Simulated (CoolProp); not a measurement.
Properties of R407C along the isobar 4.89 bar (Tc = 86.2 °C, pc = 46.32 bar, ω = 0.363).

Model: reference Helmholtz-energy equation of state, Lemmon 2003, in CoolProp. It is a pseudo-pure fit of the blend.

| T (°C) | phase | cv (kJ/(kg K)) | speed of sound (m/s) | Joule-Thomson coefficient (K/MPa) | viscosity (µPa s) | Prandtl number |
|---|---|---|---|---|---|---|
| 45.05 | gas | 0.7879 | 177.3 | 16.82 | 13.2 | 0.801 |
| 61.55 | gas | 0.8068 | 183.0 | 14.08 | 13.9 | 0.789 |
| 78.15 | gas | 0.8281 | 188.4 | 11.95 | 14.6 | 0.784 |
| 94.65 | gas | 0.8505 | 193.5 | 10.27 | 15.2 | 0.782 |
| 111.15 | gas | 0.8735 | 198.3 | 8.922 | 15.9 | 0.782 |
| 127.65 | gas | 0.8968 | 202.9 | 7.820 | 16.6 | 0.785 |
| 144.25 | gas | 0.9203 | 207.4 | 6.901 | 17.3 | 0.788 |
| 160.75 | gas | 0.9436 | 211.7 | 6.137 | 18.0 | 0.793 |
| 177.25 | gas | 0.9666 | 215.9 | 5.490 | 18.7 | 0.797 |
| 193.75 | gas | 0.9893 | 219.9 | 4.937 | 19.3 | 0.803 |
| 210.35 | gas | 1.012 | 223.9 | 4.458 | 20.0 | 0.808 |
| 226.85 | gas | 1.034 | 227.8 | 4.044 | 20.6 | 0.814 |

Viscosity comes from a separate model (Geller 2000). Thermal conductivity comes from a separate model (Geller 2001).
